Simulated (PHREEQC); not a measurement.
Solution (85 °C): 0.22 mol Cu(NO3)2, 0.003 mol H2SO4 and 0.00016 mol FeCl3 per kg of water. Closed to the air; pH follows from the charge balance.

Model: ion-association model, phreeqc.dat, run in PHREEQC.

The pH comes out as 2.38. The ionic strength comes out as 0.662 mol/kgw and the activity of water comes out as 0.989. The specific conductance is 85600 µS/cm. The density is 1.000 g/cm³. The total alkalinity is -6.32 meq/kg.

```json
[
 {"species": "NO3-", "molality": "0.440", "activity": "0.243", "log γ": "-0.257"},
 {"species": "Cu+2", "molality": "0.218", "activity": "0.0427", "log γ": "-0.708"},
 {"species": "H+", "molality": "0.00575", "activity": "0.00422", "log γ": "-0.135"},
 {"species": "CuSO4", "molality": "0.00160", "activity": "0.00186", "log γ": "0.066"},
 {"species": "SO4-2", "molality": "0.000990", "activity": "0.000151", "log γ": "-0.817"},
 {"species": "HSO4-", "molality": "0.000409", "activity": "0.000293", "log γ": "-0.145"}
]
```

No solid was allowed to form. Examples of supersaturated solids here: Hematite (slow to form), Goethite (slow to form). Others may be too. Species that the database lacks are ignored. Away from 25 °C the constants follow the database's enthalpies or fits; those with neither stay at their 25 °C values.
